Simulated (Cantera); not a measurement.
A perfectly stirred reactor is fed with H₂ : O₂ : N₂ = 0.058 : 1 : 0.19 (molar parts), equivalence ratio 0.029, at 0.0296 atm; it is held at 1275 K, and followed from long to short residence time.

Detailed kinetics in Cantera: the H2/O2 subset of GRI-Mech 3.0, which has no nitrogen chemistry. Radical loss at walls, strong at low pressure, is not modelled. The temperature is held fixed by assumption; the heat of reaction is taken as removed at once.

What does this change do: pressure from 0.0296 atm to 0.00227 atm?


| quantity | before | after |
|---|---|---|
| x(H₂) at τ = 11.0 s | 2.01e-5 | 0.000239 |
| x(O₂) at τ = 11.0 s | 0.796 | 0.788 |
| x(OH) at τ = 11.0 s | 0.000401 | 0.00206 |
| x(H) at τ = 11.0 s | 6.18e-6 | 0.000858 |
| x(H₂O₂) at τ = 11.0 s | 3.38e-8 | 1.05e-8 |
| x(H₂) at τ = 0.100 s | 0.000352 | 0.00151 |
| x(O₂) at τ = 0.100 s | 0.790 | 0.766 |
| x(OH) at τ = 0.100 s | 0.00185 | 0.00424 |
| x(H) at τ = 0.100 s | 0.000588 | 0.00707 |
| x(H₂O₂) at τ = 0.100 s | 1.27e-7 | 1.41e-8 |

What does this change do: pressure from 0.0296 atm to 0.0263 atm?


```csv
quantity,before,after
x(H₂) at τ = 11.0 s,2.01e-5,2.18e-5
x(O₂) at τ = 11.0 s,0.796,0.796
x(OH) at τ = 11.0 s,0.000401,0.000434
x(H) at τ = 11.0 s,6.18e-6,7.83e-6
x(H₂O₂) at τ = 11.0 s,3.38e-8,3.28e-8
x(H₂) at τ = 0.100 s,0.000352,0.000380
x(O₂) at τ = 0.100 s,0.790,0.789
x(OH) at τ = 0.100 s,0.00185,0.00198
x(H) at τ = 0.100 s,0.000588,0.000723
x(H₂O₂) at τ = 0.100 s,1.27e-7,1.17e-7
```
